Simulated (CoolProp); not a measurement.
Saturation properties of the fluoroketone C6F12O (FK-5-1-12) (Tc = 441.8 K, pc = 1869 kPa, ω = 0.471).

The numbers come from the reference Helmholtz-energy equation of state, McLinden 2015 in CoolProp.

| T (K) | p (kPa) | liquid density (kg/m³) | vapour density (kg/m³) | enthalpy of vaporisation (kJ/kg) | liquid cp (kJ/(kg K)) |
|---|---|---|---|---|---|
| 209.5 | ___ | 1849 | 0.02044 | 118.9 | 1.109 |
| 225.8 | 0.5194 | 1805 | 0.08754 | 114.3 | 1.097 |
| 242.1 | 1.856 | 1761 | 0.2923 | 109.8 | 1.091 |
| 258.4 | 5.423 | 1717 | 0.8039 | 105.5 | 1.089 |
| 274.7 | 13.51 | 1671 | 1.898 | 101.2 | 1.092 |
| 291 | 29.62 | 1624 | 3.976 | 96.80 | 1.098 |
| 307.2 | 58.32 | 1575 | 7.545 | 92.31 | 1.109 |
| 323.5 | 106.0 | 1523 | 13.34 | ___ | 1.123 |
| 339.8 | 179.6 | 1467 | 22.24 | 82.47 | 1.142 |
| 356.1 | 287.6 | 1408 | 35.47 | 76.91 | 1.166 |
| 372.4 | 439.1 | 1342 | 54.77 | 70.69 | 1.197 |
| 388.7 | ___ | 1268 | ___ | 63.50 | 1.241 |
| 405 | 916.2 | 1180 | 125.3 | 54.84 | 1.312 |
| 421.2 | 1267 | 1068 | ___ | 43.54 | 1.467 |

**Question.** What belongs in the gaps?

**Answer.** 
- 209.5, p (kPa): 0.1126
- 323.5, enthalpy of vaporisation (kJ/kg): 87.56
- 388.7, p (kPa): 644.6
- 388.7, vapour density (kg/m³): 82.96
- 421.2, vapour density (kg/m³): 194.2

It boils at 322.2 K under 1 atm.
